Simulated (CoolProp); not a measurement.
The numbers come from the reference Helmholtz-energy equation of state, Lemmon and Jacobsen 2000 in CoolProp.

### Question
For R143a, give the phase and the Prandtl number at -27.25 °C and 1.01 bar; 2.05 °C and 1.01 bar.

### Answer
- -27.25 °C and 1.01 bar: gas; Prandtl number 0.760
- 2.05 °C and 1.01 bar: gas; Prandtl number 0.725

Viscosity comes from a separate model (Klein 1997), an estimate that may be off by 10 % or more. Thermal conductivity comes from a separate model (McLinden 2000), an estimate that may be off by 10 % or more.
